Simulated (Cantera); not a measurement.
Input: 1 mol Nb, 8.7 mol O2, 74 mol H2, at 1550 K and 0.740 Pa.

Equilibrium computed with Cantera from the NASA thermochemical tables; the gas is ideal and each condensed phase is pure. Candidate condensed phases: H2O, Nb, NbO, NbO2, Nb2O5; 12 gas species. Condensed phases not in the tables: the oxides between NbO2 and Nb2O5. Equilibrium is a limit: real reactors are often held back by kinetics, nucleation or transport.

Base state: H2 0.789, H2O 0.200, H 0.0103, OH 8.77e-5, NbO2 2.38e-5 (mole fractions); condensed: Nb2O5(s).

Task: What changes in the equilibrium state with this change: temperature from 1550 K to 1948.15 K?

Result: 
```csv
species,before,after
H2,0.789,0.517
H,0.0103,0.299
H2O,0.200,0.160
NbO2,2.38e-5,0.0112
O2,1.14e-7,0.000482
NbO,3.34e-9,1.30e-5
"Nb2O5(s), mol",0.499,0
```
